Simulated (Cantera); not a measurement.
Input (Python, Cantera) and output of one run.

```python
import numpy as np
import cantera as ct

gas_names = """
    H HO2 H2 H2O H2O2 O OH O2 O3 Ti TiO TiO2
""".split()
cond_names = """
    H2O(s) H2O(L) Ti(a) Ti(b) Ti(L) TiO(a) TiO(b) TiO(L) TiO2(ru) TiO2(L) Ti2O3(a) Ti2O3(b) Ti2O3(L)
    Ti3O5(a) Ti3O5(b) Ti3O5(L) Ti4O7(s) Ti4O7(L)
""".split()


# ... load() reads the species with a 1 bar reference pressure and builds the phases ...
atoms = {
    'TiO2': {'Ti': 1, 'O': 2},
    'H2O': {'H': 2, 'O': 1},
    'O2': {'O': 2},
}
top_T = {}  # K; cautious upper limits of use, not melting points


# ... equilibrate(T, P, feed) seeds the gas with the atoms and calls Mixture.equilibrate('TP', solver="vcs", rtol=1e-11, max_steps=5000) ...
results = []
feed = {'TiO2': 1, 'H2O': 0.46, 'O2': 0.86}  # mol
T = 1348  # K
P = 310000  # Pa
mix = equilibrate(T, P, feed)
results.append((T, P, feed, dict(zip(mix.species_names, mix.species_moles))))
print(gas.report(threshold=0.0001))
for i in range(1, mix.n_phases):
    print(f"{mix.phase(i).name:16s} {mix.phase_moles(i):12.5e} mol")
```

It prints:

```
       temperature   1348 K
          pressure   3.1e+05 Pa
           density   0.75025 kg/m^3
  mean mol. weight   27.125 kg/kmol
   phase of matter   gas

                          1 kg             1 kmol
                     ---------------   ---------------
          enthalpy       -1.7358e+06       -4.7083e+07  J
   internal energy        -2.149e+06        -5.829e+07  J
           entropy            9113.2         2.472e+05  J/K
    Gibbs function        -1.402e+07        -3.803e+08  J
 heat capacity c_p            1452.9             39409  J/K
 heat capacity c_v            1146.4             31095  J/K

                      mass frac. Y      mole frac. X     chem. pot. / RT
                     ---------------   ---------------   ---------------
               H2O           0.23143           0.34846           -47.379
                O2           0.76855            0.6515           -26.739
     [  +10 minor]        2.1586e-05        3.4122e-05

Ti(b)             0.00000e+00 mol
TiO(b)            0.00000e+00 mol
TiO2(ru)          1.00000e+00 mol
Ti2O3(b)          0.00000e+00 mol
Ti3O5(b)          0.00000e+00 mol
Ti4O7(s)          0.00000e+00 mol
```

These are equilibrium values from Cantera (NASA tables, ideal gas, pure condensed phases), not measurements of a reactor. Gases not in the tables: TiO(OH)2.
